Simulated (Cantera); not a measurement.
## Hydrocarbon pyrolysis for carbon deposition

An isothermal, constant-pressure homogeneous reactor starts with C₃H₈ : H₂ = 1.5 : 18 (molar parts), at 1598 K and 0.338 Torr.

Detailed kinetics in Cantera: GRI-Mech 3.0 (53 species, 325 reactions). GRI-Mech 3.0 was tuned for natural gas; its chemistry of propane as a main component is partial and can be far from experiment. GRI-Mech 3.0 stops at C3 and has no aromatics, soot or wall deposition, so with more carbon than oxygen in the feed, carbon stays in small species such as C2H2 where larger ones or solid carbon would form. Radical loss at walls, strong at low pressure, is not modelled.

| t (s) | x C₃H₈ | x H₂ | x C₂H | x C₂H₂ | x C₂H₄ |
|---|---|---|---|---|---|
| 5.00e-6 | 0.0769 | 0.923 | <1e-12 | <1e-12 | 8.25e-8 |
| 1.69e-5 | 0.0768 | 0.923 | <1e-12 | 1.95e-12 | 9.45e-7 |
| 5.74e-5 | 0.0766 | 0.923 | <1e-12 | 7.61e-11 | 1.09e-5 |
| 0.000195 | 0.0757 | 0.922 | <1e-12 | 3.47e-9 | 0.000134 |
| 0.000660 | 0.0718 | 0.918 | <1e-12 | 4.18e-7 | 0.00176 |
| 0.00224 | 0.0541 | 0.900 | 4.71e-10 | 6.73e-5 | 0.0141 |
| 0.00758 | 0.00507 | 0.845 | 1.87e-7 | 0.00600 | 0.0473 |
| 0.0257 | 3.47e-7 | 0.848 | 5.82e-7 | 0.0332 | 0.0262 |
| 0.0871 | 7.03e-9 | 0.854 | 4.02e-7 | 0.0498 | 0.0106 |
| 0.295 | 2.19e-9 | 0.858 | 2.83e-7 | 0.0589 | 0.00265 |
| 1.00 | 9.43e-10 | 0.862 | 2.27e-7 | 0.0632 | 0.000647 |
x: mole fraction; the columns are a selection and need not sum to one.

Equilibrium at this temperature and pressure: C₃H₈ <1e-12, H₂ 0.904, C₂H 8.26e-7, C₂H₂ 0.0936, C₂H₄ 4.28e-6 (gas phase only).
